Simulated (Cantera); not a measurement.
Silicon epitaxy and polysilicon growth: SiCl₄ + H₂

Input: 1 mol SiCl₄, 13 mol H₂, at 1002 °C and 390 Torr.

Cantera equilibrium calculation (NASA polynomials, part measured and part estimated; ideal gas, pure solids and liquids). Candidate condensed phases: Si; 19 gas species. The tables' values for SiCl₃ are old estimates; treat these amounts as uncertain. Kinetics and transport are ignored.

The x(H₂) is 0.872 and the x(HCl) is 0.0608. The x(SiCl₄) is 0.0303 and the x(SiHCl₃) is 0.0175. The x(SiCl₂) comes out as 0.0110, the x(SiCl₃) is 0.00715 and the x(SiH₂Cl₂) is 0.00140. The x(SiH₃Cl) comes out as 3.14e-5 and the n(Si(s)) comes out as 0.0401 mol. The gas amount is 14.25 mol.
